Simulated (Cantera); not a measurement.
## Ignition delay

Mixture: CH4 : O2 : N2 = 1 : 1.05 : 6.84 (molar parts), equivalence ratio 1.9, at 11300 Torr, adiabatic and at constant volume. Ignition delay is the time to a rise of 400 K.

Computed with Cantera and GRI-Mech 3.0 (53 species, 325 reactions). The pressure lies above the range GRI-Mech 3.0 was tuned for (to about 10 atm).

| T0 (K) | delay (ms) |
|---|---|
| 1173 | 9.03 |
| 1223 | 4.99 |
| 1273 | 2.84 |
| 1323 | 1.65 |
| 1373 | 0.978 |
| 1423 | 0.588 |
| 1473 | 0.358 |

| Quantity | Value |
|---|---|
| apparent activation energy between 1373 and 1473 K | 170 kJ/mol |
